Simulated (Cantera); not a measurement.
Equilibrium for carbon deposition, reforming and gasification: acetone + NH₃ + H₂

A closed system holds: 1 mol acetone, 0.017 mol NH₃, 2.8 mol H₂, held at 21.8 Torr.

Cantera equilibrium calculation (NASA polynomials, part measured and part estimated; ideal gas, pure solids and liquids). Candidate condensed phases: C, C₆H₆, C₇H₈, C₈H₁₈, H₂O; 136 gas species. The feed counts by its element totals alone. Equilibrium is a limit: real reactors are often held back by kinetics, nucleation or transport.

```json
[
 {"T (°C)": "2302", "log p H₂": "-1.70", "log p H": "-2.31", "log p CO": "-2.41", "log p C₂H₂ (acetylene)": "-3.53", "log p C₃": "-5.81", "n C(graphite)": "1.83"},
 {"T (°C)": "2352", "log p H₂": "-1.72", "log p H": "-2.23", "log p CO": "-2.42", "log p C₂H₂ (acetylene)": "-3.47", "log p C₃": "-5.50", "n C(graphite)": "1.80"},
 {"T (°C)": "2402", "log p H₂": "-1.75", "log p H": "-2.16", "log p CO": "-2.43", "log p C₂H₂ (acetylene)": "-3.41", "log p C₃": "-5.20", "n C(graphite)": "1.76"},
 {"T (°C)": "2452", "log p H₂": "-1.78", "log p H": "-2.09", "log p CO": "-2.44", "log p C₂H₂ (acetylene)": "-3.36", "log p C₃": "-4.91", "n C(graphite)": "1.72"},
 {"T (°C)": "2502", "log p H₂": "-1.81", "log p H": "-2.03", "log p CO": "-2.45", "log p C₂H₂ (acetylene)": "-3.32", "log p C₃": "-4.64", "n C(graphite)": "1.67"},
 {"T (°C)": "2552", "log p H₂": "-1.85", "log p H": "-1.97", "log p CO": "-2.46", "log p C₂H₂ (acetylene)": "-3.29", "log p C₃": "-4.37", "n C(graphite)": "1.60"},
 {"T (°C)": "2602", "log p H₂": "-1.89", "log p H": "-1.92", "log p CO": "-2.48", "log p C₂H₂ (acetylene)": "-3.26", "log p C₃": "-4.11", "n C(graphite)": "1.52"}
]
```
log p: log10 of the partial pressure in bar; n: condensed amount in mol.

From 2302 °C to 2602 °C the condensed part is C(graphite). The main C-bearing gas is CO throughout. The share of C in condensed phases is highest at 2302 °C (61.0 %) and lowest at 2602 °C (50.7 %).
